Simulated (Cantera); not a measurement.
# Diamond growth

A diamond (100) surface in a fixed gas of H2 with x(CH4) = 0.0087, x(H) = 0.0004, x(CH3) = 0.00029, 0.0247 atm; coverages are run to steady state.

Computed with Cantera and the Harris–Goodwin 1993 mechanism for the reconstructed diamond (100) surface.

```tsv
T (K)	growth (µm/h)	θ c6HH	θ c6H*	θ c6*H	θ c6**	θ c6HM
950	1.49	0.446	0.00948	0.225	0.00347	0.242
1025	1.22	0.507	0.0172	0.329	0.00689	0.0984
1100	0.567	0.521	0.0257	0.408	0.0107	0.0207
1175	0.344	0.502	0.0328	0.442	0.0136	0.00361
1250	0.296	0.488	0.0389	0.453	0.0155	0.000656
1325	0.181	0.487	0.0439	0.450	0.0165	0.000127
1400	0.0598	0.497	0.0479	0.438	0.0165	2.85e-5
```
θ: site fractions in the mechanism's names (c6HH fully hydrogenated, c6H* and c6*H radical sites, c6** diradical, c6HM methylated).
